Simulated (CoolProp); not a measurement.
100 sccm (0 °C, 1 atm) of nitrogen bubbles through liquid benzene at 304.3 K and leaves saturated at a total pressure of 0.15 MPa (ideal gas phase). Each further row changes one setting.

The numbers come from the reference Helmholtz-energy equation of state, Thol 2012 in CoolProp.

| case | vapour pressure (kPa) | mole fraction of vapour | delivery (mg/min) | delivery (sccm) | change of delivery for a bath 1 K warmer (%) |
|---|---|---|---|---|---|
| as stated | 16.7 | 0.112 | 43.8 | [?] | 5.1 |
| bath temperature 309.3 K | 20.8 | [?] | [?] | [?] | 5.0 |
| total pressure 0.3 MPa | 16.7 | 0.0558 | [?] | 5.91 | [?] |

Q: Fill in the missing entries.

A: 
- as stated, delivery (sccm): 12.6
- bath temperature 309.3 K, mole fraction of vapour: 0.139
- bath temperature 309.3 K, delivery (mg/min): 56.0
- bath temperature 309.3 K, delivery (sccm): 16.1
- total pressure 0.3 MPa, delivery (mg/min): 20.6
- total pressure 0.3 MPa, change of delivery for a bath 1 K warmer (%): 4.8
